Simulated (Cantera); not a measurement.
Input: 1 mol Ti(OiPr)4, 4.4 mol O2, at 1602 °C and 13300 Pa.

Cantera equilibrium calculation (NASA polynomials, part measured and part estimated; ideal gas, pure solids and liquids). Candidate condensed phases: C, C6H6, C7H8, C8H18, H2O, Ti, TiC, TiO, TiO2, Ti2O3, Ti3O5, Ti4O7; 113 gas species. The feed counts by its element totals alone. Mutual solubility and eutectic melting of coexisting phases are not modelled. TiC: taken at fixed stoichiometry. Rates play no part.

Base state: H2 0.543, CO 0.455, H 0.00132, H2O 0.000182, CO2 3.70e-5 (mole fractions); condensed: TiC(s) + Ti2O3(s).

Problem. What changes in the equilibrium state with this change: temperature from 1602 °C to 1427 °C?

Solution. 
```json
[
 {"species": "H2", "before": "0.543", "after": "0.544"},
 {"species": "CO", "before": "0.455", "after": "0.456"},
 {"species": "H", "before": "0.00132", "after": "0.000298"},
 {"species": "H2O", "before": "0.000182", "after": "0.000162"},
 {"species": "CO2", "before": "3.70e-5", "after": "3.98e-5"},
 {"species": "TiC(s), mol", "before": "0.282", "after": "0.282"},
 {"species": "Ti2O3(s), mol", "before": "0.359", "after": "0.359"}
]
```

Problem. What changes in the equilibrium state with this change: temperature from 1602 °C to 950 °C?

Solution. 
| species | before | after |
|---|---|---|
| H2 | 0.543 | 0.558 |
| CO | 0.455 | 0.440 |
| H2O | 0.000182 | 0.000657 |
| H | 0.00132 | 6.17e-7 |
| CH4 | 8.63e-7 | 0.000552 |
| CO2 | 3.70e-5 | 0.000355 |
| TiC(s), mol | 0.282 | 0 |
| Ti2O3(s), mol | 0.359 | 0 |
| C(graphite), mol | 0 | 0.961 |
| Ti4O7(s), mol | 0 | 0.250 |
Condensed phases not in the tables: Magnéli phases beyond Ti4O7.
